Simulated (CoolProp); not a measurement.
Ethanol along the isobar 0.781 MPa: Z from the reference equation and from simpler models built on Tc = 241.6 °C, pc = 6.268 MPa, ω = 0.644; each cubic takes its own stable root.

Computed with CoolProp (reference Helmholtz-energy equation of state, Schroeder 2014).

```csv
T (°C),phase,reference,van der Waals,Redlich-Kwong,Soave-Redlich-Kwong,Peng-Robinson
67.95,liquid,0.01697,0.8930,0.02185,0.02003,0.01777
83.05,liquid,0.01658,0.9041,0.02155,0.01964,0.01740
98.25,liquid,0.01626,0.9137,0.02136,0.01934,0.01712
113.35,liquid,0.01600,0.9219,0.8966,0.01916,0.01694
128.45,liquid,0.01583,0.9290,0.9080,0.01910,0.01687
143.55,gas,0.8822,0.9352,0.9177,0.8988,0.8935
158.65,gas,0.9036,0.9407,0.9261,0.9117,0.9064
173.85,gas,0.9202,0.9456,0.9334,0.9228,0.9176
188.95,gas,0.9332,0.9499,0.9397,0.9323,0.9271
204.05,gas,0.9436,0.9538,0.9452,0.9404,0.9354
219.15,gas,0.9520,0.9573,0.9501,0.9475,0.9426
234.25,gas,0.9589,0.9604,0.9544,0.9536,0.9488
249.45,gas,0.9646,0.9632,0.9583,0.9591,0.9544
```

At some of these states van der Waals, Redlich-Kwong gives the other phase, because its saturation line lies elsewhere.
